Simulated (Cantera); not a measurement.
Feed: 1 mol TiCl4, 0.39 mol C3H8, at 0.100 bar.

Cantera equilibrium calculation (NASA polynomials, part measured and part estimated; ideal gas, pure solids and liquids). Candidate condensed phases: C, C6H6, C7H8, C8H18, Ti, TiC, TiCl2, TiCl3, TiCl4; 96 gas species. The tables' values for TiCl2 are old estimates; treat these amounts as uncertain. TiC: taken at fixed stoichiometry. Kinetics and transport are ignored.

x: gas mole fraction; n: condensed amount in mol.

| T (K) | x HCl | x H2 | x TiCl4 | x TiCl3 | x TiCl2 | x Cl | x H | n C(graphite) | n TiC(s) |
|---|---|---|---|---|---|---|---|---|---|
| 1225 | 0.316 | 0.395 | 0.238 | 0.0501 | 5.08e-6 | 4.27e-7 | 6.20e-7 | 0.982 | … |
| 1275 | 0.358 | 0.366 | 0.214 | 0.0620 | 1.17e-5 | 1.17e-6 | 1.41e-6 | 0.958 | … |
| 1325 | 0.398 | 0.338 | 0.189 | 0.0743 | 2.50e-5 | 2.97e-6 | 3.01e-6 | 0.935 | … |
| 1375 | 0.436 | 0.312 | 0.166 | 0.0865 | 5.00e-5 | 7.00e-6 | 6.05e-6 | 0.913 | 0.257 |
| 1425 | 0.470 | 0.288 | 0.144 | 0.0983 | 9.42e-5 | 1.55e-5 | 1.16e-5 | 0.893 | 0.277 |
| 1475 | 0.501 | 0.266 | 0.124 | 0.109 | 0.000168 | 3.23e-5 | 2.11e-5 | 0.874 | 0.296 |
| 1525 | 0.529 | 0.246 | 0.106 | 0.119 | 0.000287 | 6.39e-5 | 3.71e-5 | 0.857 | 0.313 |
| 1575 | 0.553 | 0.229 | 0.0901 | 0.127 | 0.000470 | 0.000121 | 6.29e-5 | 0.842 | 0.328 |
| 1625 | 0.575 | 0.213 | 0.0763 | 0.134 | 0.000740 | 0.000219 | 0.000103 | 0.828 | 0.342 |
| 1675 | 0.594 | 0.200 | 0.0645 | 0.140 | 0.00113 | 0.000381 | 0.000164 | 0.815 | 0.355 |
| 1725 | 0.611 | 0.188 | 0.0545 | 0.144 | 0.00166 | 0.000642 | 0.000254 | 0.802 | 0.367 |
| 1775 | 0.626 | 0.177 | 0.0460 | 0.147 | 0.00239 | 0.00105 | 0.000385 | 0.791 | 0.379 |

Question: Complete the blanks.

Answer: 
- 1225, n TiC(s): 0.187
- 1275, n TiC(s): 0.212
- 1325, n TiC(s): 0.235
